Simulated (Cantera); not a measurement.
A perfectly stirred reactor is fed with NO : N₂ = 1 : 0.1 (molar parts), at 100.0 Torr; it is held at 1950 K, and followed from long to short residence time.

Detailed kinetics in Cantera: GRI-Mech 3.0 (53 species, 325 reactions).

One state of this run: x NO = 0.757; x N₂O = 0.000214; x O = 0.000385; x NO₂ = 0.000314; x O₂ = 0.0756. x: mole fraction; the columns are a selection and need not sum to one.

Which value of τ (s) does it belong to?
(A) 0.016
(B) 0.75
(C) 0.35
(D) 3.5

B, 0.75
